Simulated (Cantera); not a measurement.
An adiabatic, constant-volume homogeneous reactor starts with 14.8 % CH₄, 11.8 % H₂, 15.4 % O₂, 58.0 % N₂, at 1125 K and 1.01 bar.

Cantera simulation using GRI-Mech 3.0 (53 species, 325 reactions); the numbers are that mechanism's predictions, not measurements.

**Question.** Predict: time of steepest temperature rise; temperature at 6.00 s; equilibrium temperature; x(H₂) at 6.00 s; x(O₂) at 6.00 s; x(H₂O₂) at 6.00 s; x(NO) at 6.00 s.

**Answer.** 
| Item | Value |
|---|---|
| time of steepest temperature rise | 3.89 ms |
| temperature at 6.00 s | 2441 K |
| equilibrium temperature | 2441 K |
| x(H₂) at 6.00 s | 0.230 (gas-phase equilibrium 0.230) |
| x(O₂) at 6.00 s | 2.43e-6 (gas-phase equilibrium 2.43e-6) |
| x(H₂O₂) at 6.00 s | 1.96e-9 (gas-phase equilibrium 1.96e-9) |
| x(NO) at 6.00 s | 5.66e-5 (gas-phase equilibrium 5.66e-5) |
